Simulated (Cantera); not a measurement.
Feed: 1 mol Si3H8, 0.023 mol HCl, 5.7 mol N2, equilibrated at 1700 K and 0.390 bar.

Cantera equilibrium calculation (NASA polynomials, part measured and part estimated; ideal gas, pure solids and liquids). Candidate condensed phases: NH4Cl, Si, Si3N4; 28 gas species. The feed counts by its element totals alone. Kinetics and transport are ignored.

Base state: H2 0.518, N2 0.479, HCl 0.00297, H 0.000170 (mole fractions); condensed: Si3N4(s).

Question: What changes in the equilibrium state with this change: HCl from 0.023 to 3.3 mol?

Answer: 
```json
[
 {"species": "H2", "before": "0.518", "after": "0.392"},
 {"species": "N2", "before": "0.479", "after": "0.351"},
 {"species": "HCl", "before": "0.00297", "after": "0.227"},
 {"species": "SiCl2", "before": "2.51e-6", "after": "0.0238"},
 {"species": "SiCl4", "before": "<1e-9", "after": "0.00155"},
 {"species": "SiCl3", "before": "5.22e-9", "after": "0.00433"},
 {"species": "Si3N4(s), mol", "before": "1.000", "after": "0.887"}
]
```
The tables' values for SiCl3 are old estimates; treat these amounts as uncertain.
